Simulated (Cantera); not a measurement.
Reactions in the system Cl-H-Mg

Standard-state values (1 bar) from the NASA 1993 polynomials, evaluated with Cantera. Values are per mole of reaction as written; species without (g) are pure solids or liquids, kept so even where they would boil at 1 bar.

Mg + 2 HCl(g) → 2 H(g) + MgCl2(g)

| T (K) | ΔH° (kJ) | ΔS° (J/K) | ΔG° (kJ) | log10 K |
|---|---|---|---|---|
| 1048 | 229.2 | 108.1 | 115.8 | -5.77 |
| 1098 | 229.4 | 108.4 | 110.4 | -5.25 |
| 1148 | 229.6 | 108.6 | 105.0 | -4.78 |
| 1198 | 229.8 | 108.8 | 99.5 | -4.34 |
| 1248 | 230.0 | 108.9 | 94.1 | -3.94 |
| 1298 | 230.2 | 109.0 | 88.7 | -3.57 |
| 1348 | 230.3 | 109.1 | 83.2 | -3.22 |
| 1398 | 230.4 | 109.2 | 77.7 | -2.90 |
| 1448 | 230.5 | 109.3 | 72.3 | -2.61 |
| 1498 | 230.6 | 109.3 | 66.8 | -2.33 |
